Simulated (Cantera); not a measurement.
What does this Cantera script print?

```python
import numpy as np
import cantera as ct

gas_names = """
    B BCL BCL2 BCL3 BH BH2 BH3 BN B2 CL CL2 H HCL H2 N NH NH2 NH3 N2 N2H2 N2H4
""".split()
cond_names = """
    B(b) B(L) BN(s) NH4CL(a) NH4CL(b)
""".split()


# ... load() reads the species with a 1 bar reference pressure and builds the phases ...
atoms = {
    'BCl3': {'B': 1, 'CL': 3},
    'H2': {'H': 2},
    'N2': {'N': 2},
}
top_T = {'BN(s)': 3200}  # K; cautious upper limits of use, not melting points


# ... equilibrate(T, P, feed) seeds the gas with the atoms and calls Mixture.equilibrate('TP', solver="vcs", rtol=1e-11, max_steps=5000) ...
results = []
P = 10000  # Pa
for T in [900, 975, 1050, 1125, 1200, 1275, 1350, 1425, 1500, 1575, 1650, 1725, 1800, 1875]:
    for m in [1.2, 1.9, 2.8, 4.2, 6.4, 9.6, 14, 22, 33, 49, 74, 110]:
        feed = {'BCl3': 1, 'H2': m, 'N2': 0.11}  # mol
        mix = equilibrate(T, P, feed)
        results.append((T, P, feed, dict(zip(mix.species_names, mix.species_moles))))

for T, P, feed, n in results:
    print(f"{T:7g} {feed['H2']:10.4g}  " + (" + ".join(c for c in cond_names if n.get(c, 0) > 1e-12) or "gas only"))
```

Output:

```
    900        1.2  BN(s)
    900        1.9  BN(s)
    900        2.8  BN(s)
    900        4.2  BN(s)
    900        6.4  BN(s)
    900        9.6  BN(s)
    900         14  BN(s)
    900         22  B(b) + BN(s)
    900         33  B(b) + BN(s)
    900         49  B(b) + BN(s)
    900         74  B(b) + BN(s)
    900        110  B(b) + BN(s)
    975        1.2  BN(s)
    975        1.9  BN(s)
    975        2.8  BN(s)
    975        4.2  BN(s)
    975        6.4  BN(s)
    975        9.6  B(b) + BN(s)
    975         14  B(b) + BN(s)
    975         22  B(b) + BN(s)
    975         33  B(b) + BN(s)
    975         49  B(b) + BN(s)
    975         74  B(b) + BN(s)
    975        110  B(b) + BN(s)
   1050        1.2  BN(s)
   1050        1.9  BN(s)
   1050        2.8  BN(s)
   1050        4.2  BN(s)
   1050        6.4  B(b) + BN(s)
   1050        9.6  B(b) + BN(s)
   1050         14  B(b) + BN(s)
   1050         22  B(b) + BN(s)
   1050         33  B(b) + BN(s)
   1050         49  B(b) + BN(s)
   1050         74  B(b) + BN(s)
   1050        110  B(b) + BN(s)
   1125        1.2  BN(s)
   1125        1.9  BN(s)
   1125        2.8  BN(s)
   1125        4.2  B(b) + BN(s)
   1125        6.4  B(b) + BN(s)
   1125        9.6  B(b) + BN(s)
   1125         14  B(b) + BN(s)
   1125         22  B(b) + BN(s)
   1125         33  B(b) + BN(s)
   1125         49  B(b) + BN(s)
   1125         74  B(b) + BN(s)
   1125        110  B(b) + BN(s)
   1200        1.2  BN(s)
   1200        1.9  BN(s)
   1200        2.8  B(b) + BN(s)
   1200        4.2  B(b) + BN(s)
   1200        6.4  B(b) + BN(s)
   1200        9.6  B(b) + BN(s)
   1200         14  B(b) + BN(s)
   1200         22  B(b) + BN(s)
   1200         33  B(b) + BN(s)
   1200         49  B(b) + BN(s)
   1200         74  B(b) + BN(s)
   1200        110  B(b) + BN(s)
   1275        1.2  BN(s)
   1275        1.9  B(b) + BN(s)
   1275        2.8  B(b) + BN(s)
   1275        4.2  B(b) + BN(s)
   1275        6.4  B(b) + BN(s)
   1275        9.6  B(b) + BN(s)
   1275         14  B(b) + BN(s)
   1275         22  B(b) + BN(s)
   1275         33  B(b) + BN(s)
   1275         49  B(b) + BN(s)
   1275         74  B(b) + BN(s)
   1275        110  B(b) + BN(s)
   1350        1.2  B(b) + BN(s)
   1350        1.9  B(b) + BN(s)
   1350        2.8  B(b) + BN(s)
   1350        4.2  B(b) + BN(s)
   1350        6.4  B(b) + BN(s)
   1350        9.6  B(b) + BN(s)
   1350         14  B(b) + BN(s)
   1350         22  B(b) + BN(s)
   1350         33  B(b) + BN(s)
   1350         49  B(b) + BN(s)
   1350         74  B(b) + BN(s)
   1350        110  B(b) + BN(s)
   1425        1.2  B(b) + BN(s)
   1425        1.9  B(b) + BN(s)
   1425        2.8  B(b) + BN(s)
   1425        4.2  B(b) + BN(s)
   1425        6.4  B(b) + BN(s)
   1425        9.6  B(b) + BN(s)
   1425         14  B(b) + BN(s)
   1425         22  B(b) + BN(s)
   1425         33  B(b) + BN(s)
   1425         49  B(b) + BN(s)
   1425         74  B(b) + BN(s)
   1425        110  B(b) + BN(s)
   1500        1.2  B(b) + BN(s)
   1500        1.9  B(b) + BN(s)
   1500        2.8  B(b) + BN(s)
   1500        4.2  B(b) + BN(s)
   1500        6.4  B(b) + BN(s)
   1500        9.6  B(b) + BN(s)
   1500         14  B(b) + BN(s)
   1500         22  B(b) + BN(s)
   1500         33  B(b) + BN(s)
   1500         49  B(b) + BN(s)
   1500         74  B(b) + BN(s)
   1500        110  B(b) + BN(s)
   1575        1.2  B(b) + BN(s)
   1575        1.9  B(b) + BN(s)
   1575        2.8  B(b) + BN(s)
   1575        4.2  B(b) + BN(s)
   1575        6.4  B(b) + BN(s)
   1575        9.6  B(b) + BN(s)
   1575         14  B(b) + BN(s)
   1575         22  B(b) + BN(s)
   1575         33  B(b) + BN(s)
   1575         49  B(b) + BN(s)
   1575         74  B(b) + BN(s)
   1575        110  B(b) + BN(s)
   1650        1.2  B(b) + BN(s)
   1650        1.9  B(b) + BN(s)
   1650        2.8  B(b) + BN(s)
   1650        4.2  B(b) + BN(s)
   1650        6.4  B(b) + BN(s)
   1650        9.6  B(b) + BN(s)
   1650         14  B(b) + BN(s)
   1650         22  B(b) + BN(s)
   1650         33  B(b) + BN(s)
   1650         49  B(b) + BN(s)
   1650         74  B(b) + BN(s)
   1650        110  B(b) + BN(s)
   1725        1.2  B(b) + BN(s)
   1725        1.9  B(b) + BN(s)
   1725        2.8  B(b) + BN(s)
   1725        4.2  B(b) + BN(s)
   1725        6.4  B(b) + BN(s)
   1725        9.6  B(b) + BN(s)
   1725         14  B(b) + BN(s)
   1725         22  B(b) + BN(s)
   1725         33  B(b) + BN(s)
   1725         49  B(b) + BN(s)
   1725         74  B(b) + BN(s)
   1725        110  B(b) + BN(s)
   1800        1.2  B(b) + BN(s)
   1800        1.9  B(b) + BN(s)
   1800        2.8  B(b) + BN(s)
   1800        4.2  B(b) + BN(s)
   1800        6.4  B(b) + BN(s)
   1800        9.6  B(b) + BN(s)
   1800         14  B(b) + BN(s)
   1800         22  B(b) + BN(s)
   1800         33  B(b) + BN(s)
   1800         49  B(b) + BN(s)
   1800         74  B(b) + BN(s)
   1800        110  B(b) + BN(s)
   1875        1.2  B(b) + BN(s)
   1875        1.9  B(b) + BN(s)
   1875        2.8  B(b) + BN(s)
   1875        4.2  B(b) + BN(s)
   1875        6.4  B(b) + BN(s)
   1875        9.6  B(b) + BN(s)
   1875         14  B(b) + BN(s)
   1875         22  B(b) + BN(s)
   1875         33  B(b) + BN(s)
   1875         49  B(b) + BN(s)
   1875         74  B(b) + BN(s)
   1875        110  B(b) + BN(s)
```

These are equilibrium values from Cantera (NASA tables, ideal gas, pure condensed phases), not measurements of a reactor. N2 is the only nitrogen source here; it is nearly inert below about 1500 K, so the nitride shown seldom forms there in practice. Mutual solubility and eutectic melting of coexisting phases are not modelled. The tables' values for BCl2 are old estimates.
